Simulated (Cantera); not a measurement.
## Gas activation for diamond growth

An isothermal, constant-pressure homogeneous reactor starts with 2.40 % CH4, 96.1 % H2, 1.54 % O2, at 2275 K and 0.0133 bar.

Detailed kinetics in Cantera: GRI-Mech 3.0 (53 species, 325 reactions). Radical loss at walls, strong at low pressure, is not modelled.

| t (s) | x CH4 | x H2 | x O2 | x C2H6 | x CH2CO | x CO2 |
|---|---|---|---|---|---|---|
| 3.00e-5 | 0.0239 | 0.960 | 0.0153 | 6.36e-10 | <1e-12 | 4.74e-10 |
| 9.53e-5 | 0.0237 | 0.960 | 0.0152 | 1.60e-8 | 2.65e-11 | 2.25e-8 |
| 0.000303 | 0.0223 | 0.955 | 0.0136 | 4.28e-7 | 2.81e-8 | 1.80e-6 |
| 0.000962 | 0.0136 | 0.927 | 0.00123 | 1.87e-6 | 1.40e-6 | 5.09e-5 |
| 0.00306 | 0.00667 | 0.933 | 3.00e-8 | 4.33e-7 | 1.47e-6 | 1.73e-5 |
| 0.00972 | 0.00234 | 0.936 | 1.82e-8 | 5.62e-8 | 1.95e-6 | 1.50e-5 |
| 0.0309 | 0.000860 | 0.935 | 1.89e-8 | 8.64e-9 | 1.64e-6 | 2.76e-5 |
| 0.0981 | 0.000439 | 0.934 | 1.34e-8 | 2.63e-9 | 6.90e-7 | 4.14e-5 |
| 0.312 | 0.000104 | 0.930 | 6.10e-9 | 1.78e-10 | 7.89e-8 | 3.40e-5 |
| 0.990 | 1.40e-7 | 0.916 | 6.94e-9 | <1e-12 | 5.37e-11 | 2.79e-5 |
| 3.15 | 4.57e-12 | 0.902 | 1.11e-8 | <1e-12 | <1e-12 | 2.78e-5 |
| 10.0 | 4.31e-12 | 0.901 | 1.15e-8 | <1e-12 | <1e-12 | 2.78e-5 |
x: mole fraction; the columns are a selection and need not sum to one.

Equilibrium at this temperature and pressure: CH4 4.71e-12, H2 0.901, O2 1.15e-8, C2H6 <1e-12, CH2CO <1e-12, CO2 2.78e-5 (gas phase only).
